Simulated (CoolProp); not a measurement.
Vapour-liquid equilibrium of n-hexane (1) + dimethyl carbonate (2) at 11.8 bar; x and y are mole fractions of (1).

Model: multi-fluid Helmholtz-energy mixture model, Thol 2019 and Zhou 2011; pair parameters Bell 2016, in CoolProp.

**Question.** Give the bubble temperature and the first vapour's composition at x = 0.125, 0.425, 0.575. Is there an azeotrope?

**Answer.** x = 0.125: 454.1 K, y = 0.254; x = 0.425: 443.5 K, y = 0.519; x = 0.575: 441.8 K, y = 0.609. y crosses x between x = 0.65 and 0.725: the model has an azeotrope there.

Pair parameters are fitted to limited data, so mixtures are less certain than the pure fluids.
